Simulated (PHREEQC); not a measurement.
Copper plating or etch bath

Make-up at 25 °C: 0.21 mol/kgw CuCl2, 0.00036 mol/kgw H2SO4 and 0.069 mol/kgw FeCl3. It is in equilibrium with CO2 at log p = -3.4 (atm). Otherwise closed; pH follows from the charge balance.

Equilibrium calculation in PHREEQC: ion-association model, wateq4f.dat.

Each row changes one thing in this solution. No solid was allowed to form.

```json
[
 {"case": "as made", "pH": "2.20", "ionic strength (mol/kgw)": "0.746", "Cl- (mol/kgw)": "0.506", "SO4-2 (mol/kgw)": "8.01e-5", "HSO4- (mol/kgw)": "1.33e-5", "HCO3- (mol/kgw)": "1.41e-9"},
 {"case": "FeCl3 from 0.069 to 0.0138 mol/kgw", "pH": "2.53", "ionic strength (mol/kgw)": "0.585", "Cl- (mol/kgw)": "0.402", "SO4-2 (mol/kgw)": "0.000120", "HSO4- (mol/kgw)": "1.01e-5", "HCO3- (mol/kgw)": "2.96e-9"},
 {"case": "FeCl3 replaced by HCl at the same molality", "pH": "1.28", "ionic strength (mol/kgw)": "0.599", "Cl- (mol/kgw)": "0.437", "SO4-2 (mol/kgw)": "9.48e-5", "HSO4- (mol/kgw)": "0.000142", "HCO3- (mol/kgw)": "1.65e-10"},
 {"case": "diluted 100-fold with water", "pH": "3.15", "ionic strength (mol/kgw)": "0.00905", "Cl- (mol/kgw)": "0.00624", "SO4-2 (mol/kgw)": "2.38e-6", "HSO4- (mol/kgw)": "1.22e-7", "HCO3- (mol/kgw)": "9.39e-9"},
 {"case": "CuCl2 from 0.21 to 0.42 mol/kgw", "pH": "2.38", "ionic strength (mol/kgw)": "1.17", "Cl- (mol/kgw)": "0.820", "SO4-2 (mol/kgw)": "0.000104", "HSO4- (mol/kgw)": "9.90e-6", "HCO3- (mol/kgw)": "2.18e-9"},
 {"case": "H2SO4 replaced by NiSO4 at the same molality", "pH": "2.22", "ionic strength (mol/kgw)": "0.747", "Cl- (mol/kgw)": "0.506", "SO4-2 (mol/kgw)": "8.05e-5", "HSO4- (mol/kgw)": "1.29e-5", "HCO3- (mol/kgw)": "1.47e-9"},
 {"case": "CuCl2 from 0.21 to 0.105 mol/kgw", "pH": "2.06", "ionic strength (mol/kgw)": "0.522", "Cl- (mol/kgw)": "0.340", "SO4-2 (mol/kgw)": "6.06e-5", "HSO4- (mol/kgw)": "1.55e-5", "HCO3- (mol/kgw)": "1.00e-9"},
 {"case": "CuCl2 left out", "pH": "1.90", "ionic strength (mol/kgw)": "0.292", "Cl- (mol/kgw)": "0.168", "SO4-2 (mol/kgw)": "3.39e-5", "HSO4- (mol/kgw)": "1.50e-5", "HCO3- (mol/kgw)": "6.57e-10"}
]
```

The ionic strength passes 0.7 mol/kgw, the rough limit of the ion-association models, in as made; CuCl2 from 0.21 to 0.42 mol/kgw; H2SO4 replaced by NiSO4 at the same molality. Some of these states are supersaturated (in Hematite (slow to form), Goethite (slow to form), Fe(OH)3(a), for instance).
